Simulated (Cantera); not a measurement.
## Abatement and gas-phase synthesis: CO2 + H2O + H2

Input: 1 mol CO2, 0.58 mol H2O, a varied amount of H2, held at 3275 K and 0.00610 bar.

Method: chemical equilibrium by Gibbs-energy minimisation in Cantera with the NASA 1993 tables (ideal gas, pure condensed phases). Candidate condensed phases: C, C6H6, C7H8, C8H18, H2O; 110 gas species. Rates play no part.

From 0.15 mol H2 to 17 mol H2 nothing is condensed. The main C-bearing gas is CO throughout.

```json
[
 {"n(H2) (mol)": "0.15", "x H": "0.348", "x O": "0.367", "x CO": "0.253", "x H2": "0.00630", "x OH": "0.0112", "x O2": "0.0114", "x CO2": "0.00254", "x H2O": "0.000501"},
 {"n(H2) (mol)": "0.32", "x H": "0.395", "x O": "0.339", "x CO": "0.234", "x H2": "0.00812", "x OH": "0.0117", "x O2": "0.00969", "x CO2": "0.00217", "x H2O": "0.000597"},
 {"n(H2) (mol)": "0.71", "x H": "0.480", "x O": "0.288", "x CO": "0.199", "x H2": "0.0120", "x OH": "0.0121", "x O2": "0.00702", "x CO2": "0.00157", "x H2O": "0.000747"},
 {"n(H2) (mol)": "1.6", "x H": "0.601", "x O": "0.215", "x CO": "0.148", "x H2": "0.0188", "x OH": "0.0113", "x O2": "0.00391", "x CO2": "0.000874", "x H2O": "0.000875"},
 {"n(H2) (mol)": "3.5", "x H": "0.725", "x O": "0.140", "x CO": "0.0964", "x H2": "0.0273", "x OH": "0.00884", "x O2": "0.00165", "x CO2": "0.000369", "x H2O": "0.000827"},
 {"n(H2) (mol)": "7.7", "x H": "0.825", "x O": "0.0787", "x CO": "0.0544", "x H2": "0.0353", "x OH": "0.00567", "x O2": "0.000522", "x CO2": "0.000117", "x H2O": "0.000603"},
 {"n(H2) (mol)": "17", "x H": "0.888", "x O": "0.0400", "x CO": "0.0277", "x H2": "0.0410", "x OH": "0.00310", "x O2": "0.000135", "x CO2": "3.03e-5", "x H2O": "0.000355"}
]
```
x: gas mole fraction; nothing condenses.
